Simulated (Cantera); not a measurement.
A perfectly stirred reactor is fed with 5.38 % CH4, 19.9 % O2, 74.7 % N2, at 470000 Pa; it is adiabatic with a 300 K inlet, and is followed from long to short residence time, starting on the burning branch (τ in s: 0.14, 0.047, 0.016, 0.0051, 0.0017, 0.00057, 0.00019, 6.2e-05, 2.1e-05, 6.9e-06).

Detailed kinetics in Cantera: GRI-Mech 3.0 (53 species, 325 reactions).

x: mole fraction; the columns are a selection and need not sum to one.

```json
[
 {"τ (s)": "0.14", "T (K)": "1558", "x CH4": "1.55e-5", "x O2": "0.0915", "x O": "[?]", "x CO2": "0.0536", "x H": "3.79e-7", "x OH": "0.000165", "x CH2O": "1.29e-6"},
 {"τ (s)": "0.047", "T (K)": "1556", "x CH4": "3.38e-5", "x O2": "0.0916", "x O": "[?]", "x CO2": "0.0534", "x H": "1.04e-6", "x OH": "0.000214", "x CH2O": "2.92e-6"},
 {"τ (s)": "0.016", "T (K)": "1551", "x CH4": "7.48e-5", "x O2": "0.0919", "x O": "[?]", "x CO2": "0.0528", "x H": "2.86e-6", "x OH": "0.000270", "x CH2O": "6.75e-6"},
 {"τ (s)": "0.0051", "T (K)": "1537", "x CH4": "0.000190", "x O2": "0.0927", "x O": "[?]", "x CO2": "0.0514", "x H": "8.19e-6", "x OH": "0.000317", "x CH2O": "1.81e-5"},
 {"τ (s)": "0.0017", "T (K)": "300", "x CH4": "0.0538", "x O2": "0.199", "x O": "<1e-12", "x CO2": "<1e-12", "x H": "<1e-12", "x OH": "<1e-12", "x CH2O": "<1e-12"},
 {"τ (s)": "0.00057", "T (K)": "300", "x CH4": "0.0538", "x O2": "0.199", "x O": "<1e-12", "x CO2": "<1e-12", "x H": "<1e-12", "x OH": "<1e-12", "x CH2O": "<1e-12"},
 {"τ (s)": "0.00019", "T (K)": "300", "x CH4": "0.0538", "x O2": "0.199", "x O": "<1e-12", "x CO2": "<1e-12", "x H": "<1e-12", "x OH": "<1e-12", "x CH2O": "<1e-12"},
 {"τ (s)": "6.2e-5", "T (K)": "300", "x CH4": "0.0538", "x O2": "0.199", "x O": "<1e-12", "x CO2": "<1e-12", "x H": "<1e-12", "x OH": "<1e-12", "x CH2O": "<1e-12"},
 {"τ (s)": "2.1e-5", "T (K)": "300", "x CH4": "0.0538", "x O2": "0.199", "x O": "<1e-12", "x CO2": "<1e-12", "x H": "<1e-12", "x OH": "<1e-12", "x CH2O": "<1e-12"},
 {"τ (s)": "6.9e-6", "T (K)": "300", "x CH4": "0.0538", "x O2": "0.199", "x O": "<1e-12", "x CO2": "<1e-12", "x H": "<1e-12", "x OH": "<1e-12", "x CH2O": "<1e-12"}
]
```

### Question
Some entries are withheld; supply them.

### Answer

- 0.14, x O: 7.19e-6
- 0.047, x O: 1.33e-5
- 0.016, x O: 2.46e-5
- 0.0051, x O: 4.55e-5
